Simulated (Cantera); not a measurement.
Charge: 1 mol HCl, 3.2 mol O2, 0.9 mol H2, at 20.0 Pa.

Cantera equilibrium calculation (NASA polynomials, part measured and part estimated; ideal gas, pure solids and liquids). Candidate condensed phases: H2O; 29 gas species. Ions and electrons are included (thermal ionisation). Kinetics and transport are ignored.

Q: At 4750 K, list the 5 most abundant gas species with their mole fractions, and the condensed phases.

A: O 0.627, H 0.274, Cl 0.0979, e- 0.000145, Cl+ 9.12e-5. Condensed: gas only.
